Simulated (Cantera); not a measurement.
A closed system holds: 1 mol Si3N4, 7.6 mol NF3, 13 mol N2, equilibrated at 150 Pa.

Equilibrium computed with Cantera from the NASA thermochemical tables; the gas is ideal and each condensed phase is pure. Candidate condensed phases: Si, Si3N4; 16 gas species. Equilibrium is a limit: real reactors are often held back by kinetics, nucleation or transport. All values below are at 1073 K.

Base state: N2 0.579, F 0.324, SiF4 0.0924, F2 0.00424 (mole fractions); condensed: gas only.

Problem. What changes in the equilibrium state with this change: NF3 from 7.6 to 3.2 mol?

Solution. 
| species | before | after |
|---|---|---|
| N2 | 0.579 | 0.871 |
| SiF4 | 0.0924 | 0.129 |
| SiF3 | <1e-9 | 0.000152 |
| F | 0.324 | <1e-9 |
| F2 | 0.00424 | <1e-9 |
| Si3N4(s), mol | 0 | 0.200 |
The tables' values for SiF3 are old estimates; treat these amounts as uncertain.
